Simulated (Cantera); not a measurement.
A closed system holds: 1 mol PbO, 8.9 mol H₂, 0.29 mol N₂, at 1.00 bar.

Cantera equilibrium calculation (NASA polynomials, part measured and part estimated; ideal gas, pure solids and liquids). Candidate condensed phases: H₂O, Pb, PbO, PbO₂, Pb₃O₄; 27 gas species. Kinetics and transport are ignored.

Problem. Which condensed phases are stable at each of these points (T (°C)): 1175, 1200, 1225, 1250, 1275, 1300, 1325, 1350, 1375, 1400?

Solution. 
| T (°C) | condensed phases | Pb condensed (%) |
|---|---|---|
| 1175 | Pb(l) | 86.4 |
| 1200 | Pb(l) | 82.3 |
| 1225 | Pb(l) | 77.3 |
| 1250 | Pb(l) | 71.0 |
| 1275 | Pb(l) | 63.2 |
| 1300 | Pb(l) | 53.6 |
| 1325 | Pb(l) | 41.7 |
| 1350 | Pb(l) | 27.1 |
| 1375 | Pb(l) | 9.1 |
| 1400 | gas only | 0.0 |

From 1175 °C to 1375 °C the condensed part is Pb(l). At 1400 °C nothing is condensed.
